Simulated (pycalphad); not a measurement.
Source of the numbers: pycalphad with the COST 507 light-alloy database (1999); pressure 1 atm. No gas phase is included, though pure Mg would boil below 1650 K. The database dates from 1999; later assessments differ in places, in temperatures and in the compounds included. Kinetics are ignored, which matters at the lower temperatures.

### Question
How does the equilibrium phase assembly of Mg-0.69Al-2.28Si (at.%) change on cooling from 1650 K to 370 K?

### Answer
```json
[
 {"T (K)": "965.4", "phases above": "liquid", "phases below": "liquid + MG2SI"},
 {"T (K)": "908.0", "phases above": "liquid + MG2SI", "phases below": "hcp + liquid + MG2SI"},
 {"T (K)": "898.0", "phases above": "hcp + liquid + MG2SI", "phases below": "hcp + MG2SI"}
]
```
Changes were sought between steps of 40 K, so a narrower field can be missed.

Database names, with the compositions (at.%) that they take in these runs: MG2SI: Mg 67 Si 33.
